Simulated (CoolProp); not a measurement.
Chlorine along the isotherm 361.2 K: density (kg/m³) from the reference equation and from simpler models built on Tc = 416.9 K, pc = 76.42 bar, ω = 0.070; each cubic takes its own stable root.

Values from CoolProp's reference Helmholtz-energy equation of state, Thol 2021.

```json
[
 {"p (bar)": "14.7", "phase": "gas", "reference": "38.87", "Soave-Redlich-Kwong": "38.92", "Peng-Robinson": "39.28"},
 {"p (bar)": "29.4", "phase": "gas", "reference": "92.57", "Soave-Redlich-Kwong": "92.00", "Peng-Robinson": "93.96"},
 {"p (bar)": "44.1", "phase": "liquid", "reference": "1176", "Soave-Redlich-Kwong": "1037", "Peng-Robinson": "1173"},
 {"p (bar)": "58.8", "phase": "liquid", "reference": "1187", "Soave-Redlich-Kwong": "1055", "Peng-Robinson": "1192"},
 {"p (bar)": "73.5", "phase": "liquid", "reference": "1197", "Soave-Redlich-Kwong": "1071", "Peng-Robinson": "1209"},
 {"p (bar)": "88.2", "phase": "liquid", "reference": "1207", "Soave-Redlich-Kwong": "1085", "Peng-Robinson": "1224"},
 {"p (bar)": "103", "phase": "liquid", "reference": "1216", "Soave-Redlich-Kwong": "1098", "Peng-Robinson": "1238"},
 {"p (bar)": "118", "phase": "liquid", "reference": "1224", "Soave-Redlich-Kwong": "1111", "Peng-Robinson": "1251"},
 {"p (bar)": "132", "phase": "liquid", "reference": "1232", "Soave-Redlich-Kwong": "1122", "Peng-Robinson": "1263"},
 {"p (bar)": "147", "phase": "liquid", "reference": "1239", "Soave-Redlich-Kwong": "1132", "Peng-Robinson": "1274"},
 {"p (bar)": "162", "phase": "liquid", "reference": "1247", "Soave-Redlich-Kwong": "1143", "Peng-Robinson": "1285"},
 {"p (bar)": "176", "phase": "liquid", "reference": "1253", "Soave-Redlich-Kwong": "1152", "Peng-Robinson": "1295"},
 {"p (bar)": "191", "phase": "liquid", "reference": "1260", "Soave-Redlich-Kwong": "1161", "Peng-Robinson": "1305"}
]
```
